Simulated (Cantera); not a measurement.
An adiabatic, constant-pressure homogeneous reactor starts with C3H8 : O2 : N2 = 1 : 6.41 : 24.1 (molar parts), equivalence ratio 0.78, at 1298 K and 1280 Torr. Integrator tolerance rtol = 1e-08.

Computed with Cantera and GRI-Mech 3.0 (53 species, 325 reactions). GRI-Mech 3.0 was tuned for natural gas; its chemistry of propane as a main component is partial and can be far from experiment.

Problem. What does this change do: initial temperature 1298 to 1550 K?

Solution. 
```csv
quantity,before,after
time of steepest temperature rise,0.773 ms,36.0 µs
temperature at 3.00 s,2609 K,2722 K
equilibrium temperature,2609 K,2722 K
x(C3H8) at 3.00 s,<1e-12 (gas-phase equilibrium <1e-12),<1e-12 (gas-phase equilibrium <1e-12)
x(O2) at 3.00 s,0.0428 (gas-phase equilibrium 0.0428),0.0444 (gas-phase equilibrium 0.0444)
x(N2O) at 3.00 s,8.32e-7 (gas-phase equilibrium 8.32e-7),1.00e-6 (gas-phase equilibrium 1.00e-6)
x(CH2) at 3.00 s,<1e-12 (gas-phase equilibrium <1e-12),<1e-12 (gas-phase equilibrium <1e-12)
x(CH2CO) at 3.00 s,<1e-12 (gas-phase equilibrium <1e-12),<1e-12 (gas-phase equilibrium <1e-12)
x(CH4) at 3.00 s,<1e-12 (gas-phase equilibrium <1e-12),<1e-12 (gas-phase equilibrium <1e-12)
x(HCO) at 3.00 s,7.04e-9 (gas-phase equilibrium 7.04e-9),1.69e-8 (gas-phase equilibrium 1.69e-8)
```
